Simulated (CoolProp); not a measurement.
Vapour-liquid equilibrium of benzene (1) + n-decane (2) at 408.8 K; x and y are mole fractions of (1).

Values from CoolProp's multi-fluid Helmholtz-energy mixture model, Thol 2012 and Lemmon 2006; pair parameters Bell 2016.

```csv
x,"bubble pressure, mixture model (MPa)","bubble pressure, Raoult's law (MPa)","y, mixture model","y, Raoult's law"
0.05,0.05314,0.05378,0.384,0.400
0.15,0.09329,0.09337,0.679,0.691
0.25,0.1342,0.1330,0.798,0.808
0.35,0.1746,0.1725,0.862,0.872
0.45,0.2139,0.2121,0.901,0.912
0.55,0.2523,0.2517,0.929,0.939
0.65,0.2902,0.2913,0.950,0.959
0.75,0.3285,0.3309,0.967,0.974
0.85,0.3678,0.3705,0.981,0.986
0.95,0.4088,0.4101,0.994,0.996
```

The largest gap from Raoult's law is -1.2 % in bubble pressure, at x = 0.05. No azeotrope shows between x = 0.05 and 0.95.

Pair parameters are fitted to limited data, so mixtures are less certain than the pure fluids. The gap from Raoult's law changes sign with composition, which may be real or a fault of the pair parameters; it wasn't checked against measurements.
